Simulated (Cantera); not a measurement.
What does this Cantera script print?

```python
import numpy as np
import cantera as ct

gas = ct.Solution("gri30.yaml")
gas.TPX = 698, 530000, {'CH4': 1, 'O2': 1.18, 'N2': 4.42}
inlet = ct.Reservoir(gas, clone=True)
gas.equilibrate("HP")  # start burning
reactor = ct.IdealGasConstPressureReactor(gas, energy="on", clone=False)
exhaust = ct.Reservoir(gas, clone=True)
tau = [0.026, 0.011, 0.0045, 0.0019, 0.00078, 0.00032, 0.00013, 5.6e-05, 2.3e-05, 9.7e-06, 4e-06][0]
for a, b in ((inlet, reactor), (reactor, exhaust)):
    ct.MassFlowController(a, b, mdot=lambda t: reactor.mass / tau)
net = ct.ReactorNet([reactor])
show = ['CH4', 'O2', 'NO', 'C2H2', 'CH2O', 'HCN', 'OH']

rows = []
print(f"{'tau/s':>10s}{'T/K':>9s}" + "".join(f"{s:>11s}" for s in show))
for tau in [0.026, 0.011, 0.0045, 0.0019, 0.00078, 0.00032, 0.00013, 5.6e-05, 2.3e-05, 9.7e-06, 4e-06]:
    net.initial_time = 0.0
    net.advance(30 * tau)
    before = gas.X
    net.advance(40 * tau)
    drift = np.max(np.abs(gas.X - before) / (gas.X + 1e-9))
    rows.append([gas.T, *gas[show].X, drift])
    print(f"{tau:10.3e}{gas.T:9.1f}" + "".join(f"{x:11.3e}" for x in gas[show].X))
```

It prints:

```
     tau/s      T/K        CH4         O2         NO       C2H2       CH2O        HCN         OH
 2.600e-02   2072.8  2.331e-03  1.695e-04  3.605e-05  1.074e-03  3.965e-06  6.131e-05  7.141e-05
 1.100e-02   2078.3  3.531e-03  3.708e-04  3.162e-05  2.149e-03  7.456e-06  7.646e-05  8.290e-05
 4.500e-03   2082.7  5.031e-03  8.200e-04  2.512e-05  3.567e-03  1.417e-05  8.083e-05  1.001e-04
 1.900e-03   2082.1  6.750e-03  1.737e-03  1.875e-05  4.940e-03  2.624e-05  7.529e-05  1.219e-04
 7.800e-04   2070.5  9.018e-03  3.761e-03  1.232e-05  6.049e-03  5.020e-05  5.978e-05  1.470e-04
 3.200e-04   2031.7  1.274e-02  8.613e-03  5.926e-06  6.552e-03  1.033e-04  3.354e-05  1.627e-04
 1.300e-04    698.0  1.515e-01  1.788e-01  2.986e-21  1.194e-17  1.338e-16  4.628e-20  1.823e-19
 5.600e-05    698.0  1.515e-01  1.788e-01 -7.282e-26 -2.911e-22  2.279e-17 -1.129e-24  7.834e-20
 2.300e-05    698.0  1.515e-01  1.788e-01  2.367e-30  9.461e-27  3.842e-18  3.669e-29  3.200e-20
 9.700e-06    698.0  1.515e-01  1.788e-01  8.879e-31  3.550e-27  3.582e-18  1.377e-29  2.032e-20
 4.000e-06    698.0  1.515e-01  1.788e-01  4.090e-32  1.635e-28  2.781e-19  6.340e-31  6.032e-21
```

Detailed kinetics in Cantera: GRI-Mech 3.0 (53 species, 325 reactions).
